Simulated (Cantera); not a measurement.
A closed system holds: 1 mol CaCO3, 0.23 mol H2O, 0.17 mol CO2, at 1300 K and 5.20 bar.

Equilibrium computed with Cantera from the NASA thermochemical tables; the gas is ideal and each condensed phase is pure. Candidate condensed phases: C, C6H6, C7H8, C8H18, Ca, CaCO3, CaO, Ca(OH)2, H2O; 115 gas species. Equilibrium is a limit: real reactors are often held back by kinetics, nucleation or transport.

Base state: CO2 0.836, H2O 0.164, CO 1.79e-5 (mole fractions); condensed: CaO(s).

### Question
What changes in the equilibrium state with this change: CaCO3 replaced by Mg(OH)2?

### Answer
| species | before | after |
|---|---|---|
| H2O | 0.164 | 0.879 |
| CO2 | 0.836 | 0.121 |
| H2 | 2.00e-6 | 1.24e-5 |
| CO | 1.79e-5 | 3.02e-6 |
| CaO(s), mol | 1.00 | 0 |
| MgO(s), mol | 0 | 1.00 |
Further candidate phases: Mg, MgCO3, MgO, Mg(OH)2.
